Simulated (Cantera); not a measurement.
A closed system holds: 1 mol SrCl2, 9 mol H2O, 170 mol H2, at 1402 °C and 13.3 mbar.

These are equilibrium values from Cantera (NASA tables, ideal gas, pure condensed phases), not measurements of a reactor. Candidate condensed phases: H2O, Sr, SrCl2, SrO, Sr(OH)2; 20 gas species. Condensed phases not in the tables: oxide chlorides. The numbers say what is thermodynamically allowed, not how fast it happens.

Base state: H2 0.943, H2O 0.0483, SrCl2 0.00385, HCl 0.00334, H 0.000977, SrCl 5.59e-5 (mole fractions); condensed: SrO(s).

### Question
What changes in the equilibrium state with this change: temperature from 1402 °C to 600 °C?

### Answer
```csv
species,before,after
H2,0.943,0.950
H2O,0.0483,0.0503
HCl,0.00334,4.99e-6
SrCl2,0.00385,<1e-9
H,0.000977,<1e-9
SrCl,5.59e-5,<1e-9
"SrO(s), mol",0.294,0.000447
"SrCl2(s), mol",0,1.000
```
